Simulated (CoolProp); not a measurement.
Cyclopentane along the isotherm 550 K: density (kg/m³) from the reference equation and from simpler models built on Tc = 511.7 K, pc = 4.583 MPa, ω = 0.202; each cubic takes its own stable root.

Computed with CoolProp (reference Helmholtz-energy equation of state, Gedanitz 2015).

| p (MPa) | phase | reference | Redlich-Kwong | Peng-Robinson |
|---|---|---|---|---|
| 0.0725 | gas | 1.117 | 1.117 | 1.117 |
| 0.113 | gas | 1.745 | 1.745 | 1.746 |
| 0.176 | gas | 2.729 | 2.728 | 2.731 |
| 0.274 | gas | 4.274 | 4.273 | 4.281 |
| 0.426 | gas | 6.710 | 6.708 | 6.725 |
| 0.663 | gas | 10.60 | 10.60 | 10.64 |
| 1.03 | gas | 16.89 | 16.88 | 16.99 |
| 1.61 | gas | 27.54 | 27.52 | 27.79 |
| 2.5 | gas | 45.99 | 45.98 | 46.64 |
| 3.9 | gas | 82.89 | 83.05 | 84.59 |
| 6.07 | supercritical | 188.0 | 193.6 | 188.9 |
| 9.45 | supercritical | 395.5 | 356.4 | 371.1 |
| 14.7 | supercritical | 469.2 | 434.0 | 467.5 |
| 22.9 | supercritical | 517.2 | 494.9 | 540.3 |
